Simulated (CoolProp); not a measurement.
Properties of CH3F (R41) along the isotherm 151.85 °C (Tc = 44.1 °C, pc = 5.906 MPa, ω = 0.200).

Model: reference Helmholtz-energy equation of state, Lemmon 2006, in CoolProp. It is a short technical equation, of lower accuracy than the large ones.

```
p (MPa)          phase  density (kg/m³)  speed of sound (m/s)  expansivity (1/kK)
-------  -------------  ---------------  --------------------  ------------------
0.984              gas            9.715                 351.0               2.564
1.97               gas            19.95                 346.2               2.794
2.95               gas            30.65                 341.6               3.042
3.94               gas            42.03                 337.3               3.312
4.92               gas            53.89                 333.3               3.601
5.91     supercritical            66.50                 329.7               3.913
6.89     supercritical            79.63                 326.5               4.242
7.87     supercritical            93.44                 323.7               4.588
8.86     supercritical            108.1                 321.5               4.952
9.84     supercritical            123.2                 319.8               5.319
10.8     supercritical            138.7                 318.8               5.679
11.8     supercritical            155.4                 318.5               6.043
12.8     supercritical            172.7                 319.1               6.383
13.8     supercritical            190.4                 320.6               6.683
14.8     supercritical            208.4                 323.1               6.930
```
